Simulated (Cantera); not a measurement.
A freely propagating, adiabatic, planar premixed flame of CH₄ : C₂H₆ : C₃H₈ : O₂ : N₂ = 1 : 0.87 : 0.16 : 4.5 : 21.6 (molar parts), unburnt at 375 K and 0.316 atm; mixture-averaged transport, grid criteria slope 0.08 and curve 0.16, no radiation.

Computed with Cantera and GRI-Mech 3.0 (53 species, 325 reactions). Burning velocities carry a grid error of a few per cent, more on coarse grids.

What does this change do: CH4 1 to 1.3 parts?


| quantity | before | after |
|---|---|---|
| laminar burning velocity | 37.8 cm/s | 22.5 cm/s |
| thermal thickness | 1.48 mm | 2.37 mm |
| peak x(CO) | 0.0680 | 0.0765 |
| peak x(CH₂CO) | 0.000547 | 0.000625 |
